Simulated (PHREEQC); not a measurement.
Model water analysis in mg/kgw, 20 °C, pH 2.27, pe 8.2:

```tsv
constituent	mg/kgw
Na	1630
K	51.8
Ca	143
Mg	166
Cl	1200
S(6) as SO4	3300
Cd	283
```

Cl is adjusted to close the charge balance.
Valence states are taken as typed.

Equilibrium calculation in PHREEQC: ion-association model, wateq4f.dat.

Each row changes one thing in this solution. This is a speciation only: nothing precipitates in the calculation.

| case | ionic strength (mol/kgw) | SO4-2 (mol/kgw) | HSO4- (mol/kgw) | Mg+2 (mol/kgw) | MgSO4 (mol/kgw) | NaSO4- (mol/kgw) | SI of Gypsum (CaSO4:2H2O) | SI of Epsomite (MgSO4:7H2O) |
|---|---|---|---|---|---|---|---|---|
| as made | 0.121 | 0.0222 | 0.00479 | 0.00424 | 0.00259 | 0.00257 | -0.60 | -2.72 |
| Ca from 143 to 71.5 mg/kgw | 0.118 | 0.0225 | 0.00490 | 0.00419 | 0.00264 | 0.00264 | -0.89 | -2.71 |
| Mg from 166 to 498 mg/kgw | 0.149 | 0.0198 | ___ | 0.0138 | 0.00664 | 0.00216 | -0.67 | ___ |
| temperature from 20 to 85 °C at the same typed pH | 0.110 | 0.0131 | 0.0138 | 0.00307 | 0.00376 | 0.00196 | -0.71 | -3.56 |

Problem. Complete the blanks.

Solution. 
- Mg from 166 to 498 mg/kgw, HSO4- (mol/kgw): 0.00406
- Mg from 166 to 498 mg/kgw, SI of Epsomite (MgSO4:7H2O): -2.31

Away from 25 °C the constants follow the database's enthalpies or fits; those with neither stay at their 25 °C values.
